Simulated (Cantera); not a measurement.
Charge: 1 mol Si2Cl6, 63 mol N2, 0.3 mol NH3, at 10.0 mbar.

Cantera equilibrium calculation (NASA polynomials, part measured and part estimated; ideal gas, pure solids and liquids). Candidate condensed phases: NH4Cl, Si, Si3N4; 28 gas species. The feed counts by its element totals alone. Rates play no part.

**Question.** Which condensed phases are stable at each of these points (T (K)): 825, 1025, 1225, 1425, 1625, 1825, 2025?

**Answer.** 
| T (K) | condensed phases | Si condensed (%) |
|---|---|---|
| 825 | Si3N4(s) | 35.5 |
| 1025 | Si3N4(s) | 35.7 |
| 1225 | Si3N4(s) | 33.8 |
| 1425 | Si3N4(s) | 2.4 |
| 1625 | gas only | 0.0 |
| 1825 | gas only | 0.0 |
| 2025 | gas only | 0.0 |

From 825 K to 1425 K the condensed part is Si3N4(s). From 1625 K to 2025 K nothing is condensed.
